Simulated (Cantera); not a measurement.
An adiabatic, constant-pressure homogeneous reactor starts with 21.9 % H₂, 19.5 % O₂, 58.6 % N₂, at 1625 K and 0.987 atm.

Model: the H2/O2 subset of GRI-Mech 3.0, which has no nitrogen chemistry, integrated in Cantera.

x: mole fraction; the columns are a selection and need not sum to one.

```tsv
t (s)	T (K)	x H₂	x O₂	x H₂O₂	x H₂O	x H	x OH	x HO₂
1.00e-5	1797	0.0328	0.0946	1.45e-6	0.139	0.0750	0.0232	3.73e-5
2.09e-5	2114	0.0288	0.0885	5.32e-7	0.158	0.0477	0.0319	2.15e-5
4.36e-5	___	___	0.0865	___	___	___	0.0368	1.32e-5
9.11e-5	2636	0.0172	0.0863	3.97e-7	0.194	0.0136	0.0368	1.38e-5
0.000190	2749	0.0133	0.0867	6.67e-7	0.204	0.00845	0.0348	1.88e-5
0.000397	2758	0.0129	0.0868	7.03e-7	0.204	0.00808	0.0345	1.94e-5
0.000829	2758	0.0129	0.0868	7.03e-7	0.204	0.00808	0.0345	1.94e-5
0.00173	2758	0.0129	0.0868	7.03e-7	0.204	0.00808	0.0345	1.94e-5
0.00362	2758	0.0129	0.0868	7.03e-7	0.204	0.00808	0.0345	1.94e-5
0.00755	2758	0.0129	0.0868	7.03e-7	0.204	0.00808	0.0345	1.94e-5
0.0158	2758	0.0129	0.0868	7.03e-7	0.204	0.00808	0.0345	1.94e-5
0.0329	2758	0.0129	0.0868	7.03e-7	0.204	0.00808	0.0345	1.94e-5
0.0688	2758	0.0129	0.0868	7.03e-7	0.204	0.00808	0.0345	1.94e-5
0.144	2758	0.0129	0.0868	7.03e-7	0.204	0.00808	0.0345	1.94e-5
0.300	2758	0.0129	0.0868	7.03e-7	0.204	0.00808	0.0345	1.94e-5
```

Task: Complete the blanks.

Result: 
- 4.36e-5, T (K): 2398
- 4.36e-5, x H₂: 0.0239
- 4.36e-5, x H₂O₂: 3.22e-7
- 4.36e-5, x H₂O: 0.176
- 4.36e-5, x H: 0.0273
